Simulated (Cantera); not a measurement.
A closed system holds: 1 mol H2O, 0.97 mol SO2, 0.091 mol H2, 1.4 mol O2, equilibrated at 2850 °C and 37.0 bar.

Cantera equilibrium calculation (NASA polynomials, part measured and part estimated; ideal gas, pure solids and liquids). Candidate condensed phases: H2O, H2SO4, S; 19 gas species. The ideal-gas law is rough above about 30 bar. Equilibrium is a limit: real reactors are often held back by kinetics, nucleation or transport.

Base state: O2 0.369, H2O 0.277, SO2 0.268, OH 0.0532, O 0.0170, SO 0.00728, H2 0.00500, H 0.00264 (mole fractions); condensed: gas only.

Task: What changes in the equilibrium state with this change: SO2 from 0.97 to 0.18 mol?

Result: 
| species | before | after |
|---|---|---|
| O2 | 0.369 | 0.478 |
| H2O | 0.277 | 0.363 |
| OH | 0.0532 | 0.0649 |
| SO2 | 0.268 | 0.0646 |
| O | 0.0170 | 0.0193 |
| S | 4.00e-5 | 7.46e-6 |
| SH | 1.68e-5 | 3.36e-6 |
| SO | 0.00728 | 0.00155 |
| SO3 | 0.000765 | 0.000210 |
| H2O2 | 2.16e-5 | 3.22e-5 |
